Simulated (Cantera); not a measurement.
Charge: 1 mol Na2CO3, 2.5 mol H2, equilibrated at 0.000840 bar.

Equilibrium computed with Cantera from the NASA thermochemical tables; the gas is ideal and each condensed phase is pure. Candidate condensed phases: C, C6H6, C7H8, C8H18, H2O, Na, NaOH, NaO2, Na2CO3, Na2O, Na2O2; 117 gas species. Rates play no part.

### Question
Which condensed phases are stable at each of these points (T (K)): 750, 850, 950, 1050, 1150, 1250, 1350, 1450, 1550, 1650, 1750, 1850, 1950?

### Answer
```csv
T (K),condensed phases,Na condensed (%)
750,Na2CO3(s),100.0
850,Na2CO3(s),99.6
950,Na2CO3(s),96.6
1050,Na2CO3(s),78.6
1150,gas only,0.0
1250,gas only,0.0
1350,gas only,0.0
1450,gas only,0.0
1550,gas only,0.0
1650,gas only,0.0
1750,gas only,0.0
1850,gas only,0.0
1950,gas only,0.0
```

From 750 K to 1050 K the condensed part is Na2CO3(s). From 1150 K to 1950 K nothing is condensed.
